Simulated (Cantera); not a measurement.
Gas mixture: C2H6 : NH3 = 0.058 : 0.42 (molar parts), at 56000 Pa, frozen composition.

Cantera's kinetic-theory transport with the Lennard-Jones parameters of GRI-Mech 3.0, ideal gas; thermal conductivity in the multicomponent form. Polar gases are described roughly by these parameters. The composition is frozen, though it would react at the higher temperatures.

One state of this run: ρ (kg/m³) = 0.0784; cp (J/kg/K) = 4179; μ (µPa s) = 47.1; λ (mW/m/K) = 264; Pr = 0.744; D (cm²/s) OH = 11.1; D (cm²/s) NO = 7.25; D (cm²/s) H2O = 8.98. D: mixture-averaged diffusion coefficient of that species in the mixture.

Task: Which value of T (K) does it belong to?
(A) 550
(B) 1450
(C) 1600
(D) 850

Result: C, 1600
